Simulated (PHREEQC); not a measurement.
PHREEQC input (ion-association model, wateq4f.dat):

```
SOLUTION_MASTER_SPECIES
  An  An-  0  An  62.0  # stands for a non-complexing anion
SOLUTION_SPECIES
  An- = An-
    -log_k 0
    -gamma 3.0 0
PHASES
  Fix_H+
    H+ = H+
    -log_k 0
SOLUTION 1
  temp 25
  units mmol/kgw
  pH 7 charge
  Cl 0.9432
  Cu(2) 0.0016
  Ba 0.47
  Na 100
  An 100
END
SELECTED_OUTPUT 1
  -reset false
  -pH true
  -pe true
  -ionic_strength true
  -water true
  -totals Ba Cl Cu Na Cu(1) Cu(2)
  -molalities Hfo_wOH Hfo_wOH2+ Hfo_wO- Hfo_sOH Hfo_sOH2+ Hfo_sO- Hfo_sOHBa+2 Hfo_wOBa+ Hfo_sOCu+ Hfo_wOCu+
  -saturation_indices Cu(OH)2 Atacamite Halite
USER_PUNCH 1
  -headings sigma psi
  10 PUNCH EDL("sigma", "Hfo"), EDL("psi", "Hfo")
PRINT
  -reset false
USE solution 1
SURFACE 1
  Hfo_wOH 0.000516854 600 0.23
  Hfo_sOH 1.29213e-05
EQUILIBRIUM_PHASES 1
  Fix_H+ -4 HAn 10
    -force_equality true
  O2(g) -0.68 10
END
# ... the last block is repeated for the other 16 points of pH, with NaOH or the acid as the point needs
```

Selected output (columns that matter, 17 of 17 rows; pH added in front):

```
pH	mu	Ba	Cl	Cu	Na	m_Hfo_wOH	m_Hfo_wOH2+	m_Hfo_wO-	m_Hfo_sOH	si_Cu(OH)2	si_Atacamite	si_Halite	sigma	psi
4	0.10177	0.00047	0.0009432	1.5665e-06	0.1	6.8215e-05	0.0004484	2.3774e-07	1.7016e-06	-6.8481	-10.898	-5.8319	0.32121	0.14625
4.38	0.10167	0.00047	0.0009432	1.4428e-06	0.1	0.00011612	0.00039993	7.7239e-07	2.8733e-06	-6.1237	-9.8289	-5.8319	0.28612	0.14037
4.75	0.10161	0.00046999	0.0009432	1.0642e-06	0.1	0.00017158	0.00034322	1.9649e-06	4.1411e-06	-5.5159	-8.9832	-5.8318	0.24476	0.13244
5.12	0.10157	0.00046998	0.0009432	4.964e-07	0.1	0.00022769	0.00028479	4.1703e-06	5.2876e-06	-5.1073	-8.5359	-5.8318	0.20157	0.12262
5.5	0.10153	0.00046994	0.0009432	1.4449e-07	0.1	0.00027922	0.00022959	7.7792e-06	6.312e-06	-4.8839	-8.4692	-5.8318	0.1597	0.11092
5.88	0.1015	0.00046982	0.0009432	3.4621e-08	0.1	0.00032088	0.00018278	1.2905e-05	7.1263e-06	-4.747	-8.5754	-5.8317	0.12276	0.097869
6.25	0.10147	0.00046945	0.0009432	8.4568e-09	0.1	0.0003512	0.00014599	1.9354e-05	7.5383e-06	-4.6303	-8.7118	-5.8317	0.092331	0.084074
6.62	0.10145	0.00046836	0.0009432	2.3508e-09	0.1	0.00037248	0.00011684	2.7202e-05	7.222e-06	-4.4966	-8.8145	-5.8317	0.067309	0.06942
7	0.10143	0.00046573	0.0009432	1.0303e-09	0.1	0.00038672	9.2782e-05	3.6926e-05	5.599e-06	-4.299	-8.7993	-5.8317	0.046706	0.053828
7.38	0.10141	0.00046199	0.0009432	1.0711e-09	0.1	0.00039423	7.3566e-05	4.8397e-05	3.0365e-06	-4.0141	-8.6095	-5.8317	0.030036	0.037805
7.75	0.10139	0.00045906	0.0009432	1.7797e-09	0.1	0.00039589	5.9683e-05	6.0158e-05	1.156e-06	-3.7209	-8.3931	-5.8316	0.016011	0.021398
8.12	0.1014	0.00045728	0.0009432	2.7702e-09	0.10003	0.00039376	4.9523e-05	7.1724e-05	3.428e-07	-3.5125	-8.3463	-5.8315	0.0030324	0.0041661
8.5	0.10141	0.00045502	0.0009432	3.7326e-09	0.10005	0.0003878	4.0772e-05	8.4502e-05	8.9132e-08	-3.3793	-8.4598	-5.8314	-0.010087	-0.013709
8.88	0.10142	0.00044739	0.0009432	5.0093e-09	0.10009	0.00037252	3.1238e-05	0.00010177	2.502e-08	-3.2506	-8.5824	-5.8313	-0.023399	-0.030379
9.25	0.10142	0.00042502	0.0009432	7.9827e-09	0.10017	0.00033386	1.9699e-05	0.00012962	9.7039e-09	-3.0479	-8.5472	-5.8309	-0.035282	-0.043236
9.62	0.10141	0.00038402	0.0009432	1.7324e-08	0.10029	0.00026077	9.0362e-06	0.0001724	5.6694e-09	-2.7114	-8.2441	-5.8304	-0.043982	-0.05145
10	0.10145	0.00033636	0.00094319	5.1665e-08	0.10047	0.00016949	2.9628e-06	0.00022212	4.4204e-09	-2.237	-7.6753	-5.8296	-0.049701	-0.056349
```

Complexes and solids missing from the database can't appear. The database's constant for dissolved Cu(OH)2 is higher than later reviews accept.
